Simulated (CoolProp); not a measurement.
Vapour-liquid equilibrium of R22 (1) + R134a (2) at 0.00335 MPa; x and y are mole fractions of (1).

Model: multi-fluid Helmholtz-energy mixture model, Kamei 1995 and Tillner-Roth 1994; pair parameters Bell 2016, in CoolProp.

```csv
x,bubble temperature (K),y at the bubble point,dew temperature at overall composition x (K),liquid density (mol/L)
0.05,190.5,0.162,191.6,15.16
0.125,188.7,0.341,190.9,15.38
0.2,187.1,0.469,190.2,15.59
0.275,185.9,0.566,189.4,15.80
0.35,184.8,0.643,188.6,16.01
0.425,183.8,0.705,…,16.22
0.5,183.0,0.758,…,16.44
0.575,…,0.804,185.7,16.65
0.65,181.6,0.845,184.7,16.88
0.725,180.9,0.882,183.5,17.11
0.8,180.3,0.916,182.3,…
0.875,179.7,0.949,181.0,17.58
0.95,179.2,0.980,179.7,17.83
```

**Question.** What belongs in the gaps?

**Answer.** 
- 0.425, dew temperature at overall composition x (K): 187.7
- 0.5, dew temperature at overall composition x (K): 186.7
- 0.575, bubble temperature (K): 182.2
- 0.8, liquid density (mol/L): 17.34

No azeotrope shows between x = 0.05 and 0.95.

The pair parameters rest on a limited set of measurements; away from them the model extrapolates.
